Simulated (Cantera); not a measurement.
Charge: 1 mol CCl4, 0.24 mol HCl, 0.54 mol H2, equilibrated at 2550 K and 1.65 Torr.

Equilibrium computed with Cantera from the NASA thermochemical tables; the gas is ideal and each condensed phase is pure. Candidate condensed phases: C, C6H6, C7H8, C8H18; 91 gas species. Kinetics and transport are ignored.

### Question
What is the equilibrium state?

### Answer
```
Quantity                Result
-------------------  ---------
x(Cl)                    0.730
x(HCl)                   0.180
x(H)                    0.0766
x(H2)                   0.0133
x(C3)                 0.000484
x(C2H2 (acetylene))   0.000176
x(C)                  0.000148
x(C2H)                 8.11e-5
x(Cl2)                 7.85e-5
n(C(graphite))       0.989 mol
gas amount           4.663 mol
```
